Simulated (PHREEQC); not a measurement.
Consider water at 10 °C with 3.5 mol MgCl2 and 0.16 mol MgSO4 per kg of water. It is in equilibrium with CO2 at log p = -3.5 (atm). Otherwise closed; pH follows from the charge balance.

All values are PHREEQC results (Pitzer model, pitzer.dat), not measurements.

Precipitation was switched off in this run.

### Question
Order these C species by the share of C that they hold, largest first: CO2, MgCO3, HCO3-.

### Answer
CO2 (79 %), HCO3- (21 %), MgCO3 (0.21 %)

The pH is 4.16 and the ionic strength 11.1 mol/kgw. In brines, pH and single-ion activities rest on the MacInnes convention. Constants without temperature data keep their 25 °C values here.
